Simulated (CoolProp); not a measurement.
A Linde-Hampson liquefier for ethylene: isothermal reversible compression at 300 K from 1 atm to 20 MPa, throttling to 1 atm, return gas leaving the recuperator 0 K below the feed. Each further row changes one setting.

Model: reference Helmholtz-energy equation of state, Smukala 2000, in CoolProp.

```json
[
 {"case": "as stated", "liquid yield per pass": "0.477", "compression work (kJ/kg of gas)": "373"},
 {"case": "high pressure 40 MPa", "liquid yield per pass": "0.476", "compression work (kJ/kg of gas)": "420"},
 {"case": "warm-end temperature 330 K", "liquid yield per pass": "0.387", "compression work (kJ/kg of gas)": "440"},
 {"case": "warm-end gap 5 K", "liquid yield per pass": "0.471", "compression work (kJ/kg of gas)": "373"}
]
```
